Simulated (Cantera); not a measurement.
Feed: 1 mol CuO, a varied amount of CH4, 0.15 mol H2, 0.43 mol C, held at 2598.15 K and 3.08 Torr.

Method: chemical equilibrium by Gibbs-energy minimisation in Cantera with the NASA 1993 tables (ideal gas, pure condensed phases). Candidate condensed phases: C, C6H6, C7H8, C8H18, Cu, CuO, Cu(OH)2, Cu2O, H2O; 113 gas species. Equilibrium is a limit: real reactors are often held back by kinetics, nucleation or transport.

Q: At 0.45 mol CH4, list the 5 most abundant gas species with their mole fractions, and the condensed phases.

A: Cu 0.296, CO 0.257, H 0.244, H2 0.168, H2O 0.0186. Condensed: gas only.
